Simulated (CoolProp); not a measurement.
Values from CoolProp's reference Helmholtz-energy equation of state, Schmidt 1985.

Problem. Give the vapour pressure (MPa), liquid density (kg/m³), vapour density (kg/m³), liquid cp (kJ/(kg K)) of saturated oxygen at -174.55 °C.

Solution. 
```
T (°C)   p (MPa)  liquid density (kg/m³)  vapour density (kg/m³)  liquid cp (kJ/(kg K))
-------  -------  ----------------------  ----------------------  ---------------------
-174.55    0.225                    1100                    9.33                   1.73
```
